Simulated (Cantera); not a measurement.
Charge: 1 mol SF6, 6.7 mol H2O, 0.096 mol H2, at 3148 K and 0.100 bar.

Method: chemical equilibrium by Gibbs-energy minimisation in Cantera with the NASA 1993 tables (ideal gas, pure condensed phases). Candidate condensed phases: H2O, H2SO4, S; 43 gas species. Equilibrium is a limit: real reactors are often held back by kinetics, nucleation or transport.

Base state: HF 0.374, H 0.189, O 0.129, OH 0.0681, H2 0.0599, H2O 0.0584, O2 0.0494, SO 0.0323 (mole fractions); condensed: gas only.

Question: What changes in the equilibrium state with this change: temperature from 3148 K to 2675 K?

Answer: 
```tsv
species	before	after
HF	0.374	0.491
H2O	0.0584	0.230
SO2	0.0205	0.0676
H	0.189	0.0336
S	0.0101	0.000642
O	0.129	0.0232
SO	0.0323	0.0136
OH	0.0681	0.0456
H2	0.0599	0.0423
O2	0.0494	0.0510
S2	7.03e-5	5.43e-6
F	0.00940	0.00125
```

Question: What changes in the equilibrium state with this change: 0.32 mol N2 added?

Answer: 
| species | before | after |
|---|---|---|
| HF | 0.374 | 0.365 |
| H | 0.189 | 0.187 |
| O | 0.129 | 0.126 |
| N2 | 0 | 0.0179 |
| NO | 0 | 0.00406 |
| O2 | 0.0494 | 0.0473 |
| H2O | 0.0584 | 0.0561 |
| SO2 | 0.0205 | 0.0197 |
| OH | 0.0681 | 0.0660 |
| H2 | 0.0599 | 0.0588 |
| SO | 0.0323 | 0.0316 |
| S | 0.0101 | 0.0102 |
| N | 0 | 1.46e-5 |
| H2S | 1.29e-5 | 1.27e-5 |
| F | 0.00940 | 0.00928 |
| SH | 0.000731 | 0.000726 |
